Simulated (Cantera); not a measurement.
Charge: 1 mol Cu2O, 1.4 mol H2, 1.9 mol H2O, held at 0.0133 bar.

These are equilibrium values from Cantera (NASA tables, ideal gas, pure condensed phases), not measurements of a reactor. Candidate condensed phases: Cu, CuO, Cu(OH)2, Cu2O, H2O; 12 gas species. Equilibrium is a limit: real reactors are often held back by kinetics, nucleation or transport.

### Question
Which condensed phases are stable at each of these points (T (K)): 673, 773, 873, 973, 1073, 1173, 1273, 1373, 1473, 1573, 1673, 1773, 1873, 1973?

### Answer
```json
[
 {"T (K)": "673", "condensed phases": "Cu(s)", "Cu condensed (%)": "100.0"},
 {"T (K)": "773", "condensed phases": "Cu(s)", "Cu condensed (%)": "100.0"},
 {"T (K)": "873", "condensed phases": "Cu(s)", "Cu condensed (%)": "100.0"},
 {"T (K)": "973", "condensed phases": "Cu(s)", "Cu condensed (%)": "100.0"},
 {"T (K)": "1073", "condensed phases": "Cu(s)", "Cu condensed (%)": "100.0"},
 {"T (K)": "1173", "condensed phases": "Cu(s)", "Cu condensed (%)": "100.0"},
 {"T (K)": "1273", "condensed phases": "Cu(s)", "Cu condensed (%)": "100.0"},
 {"T (K)": "1373", "condensed phases": "Cu(l)", "Cu condensed (%)": "100.0"},
 {"T (K)": "1473", "condensed phases": "Cu(l)", "Cu condensed (%)": "99.9"},
 {"T (K)": "1573", "condensed phases": "Cu(l)", "Cu condensed (%)": "99.7"},
 {"T (K)": "1673", "condensed phases": "Cu(l)", "Cu condensed (%)": "98.6"},
 {"T (K)": "1773", "condensed phases": "Cu(l)", "Cu condensed (%)": "95.0"},
 {"T (K)": "1873", "condensed phases": "Cu(l)", "Cu condensed (%)": "83.3"},
 {"T (K)": "1973", "condensed phases": "Cu(l)", "Cu condensed (%)": "44.1"}
]
```

From 673 K to 1273 K the condensed part is Cu(s). From 1373 K to 1973 K the condensed part is Cu(l).
